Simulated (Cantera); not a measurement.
A perfectly stirred reactor is fed with C3H8 : O2 : N2 = 1 : 12.5 : 102 (molar parts), equivalence ratio 0.40, at 0.290 bar; it is adiabatic with a 423 K inlet, and is followed from long to short residence time, starting on the burning branch (τ in s: 0.071, 0.033, 0.016, 0.0073, 0.0034, 0.0016, 0.00074, 0.00035, 0.00016, 7.6e-05).

Computed with Cantera and GRI-Mech 3.0 (53 species, 325 reactions). GRI-Mech 3.0 was tuned for natural gas; its chemistry of propane as a main component is partial and can be far from experiment.

Task: What does this change do: 4 parts H2 added?

Result: 
| quantity | before | after |
|---|---|---|
| state | not burning at any residence time tried | not reached |
| x(C3H8) at τ = 71.0 ms | 0.00866 | 8.87e-6 |
| x(O2) at τ = 71.0 ms | 0.108 | 0.0472 |
| x(C2H4) at τ = 71.0 ms | <1e-12 | 1.64e-5 |
| x(NO) at τ = 71.0 ms | <1e-12 | 2.74e-7 |
| x(CH4) at τ = 71.0 ms | <1e-12 | 2.08e-6 |
| x(C3H8) at τ = 1.60 ms | 0.00866 | 0.00837 |
| x(O2) at τ = 1.60 ms | 0.108 | 0.105 |
| x(C2H4) at τ = 1.60 ms | <1e-12 | <1e-12 |
| x(NO) at τ = 1.60 ms | <1e-12 | <1e-12 |
| x(CH4) at τ = 1.60 ms | <1e-12 | <1e-12 |
| blow-out, bracketed by the residence times tried | not reached | burning at 7.30 ms, out at 3.40 ms |
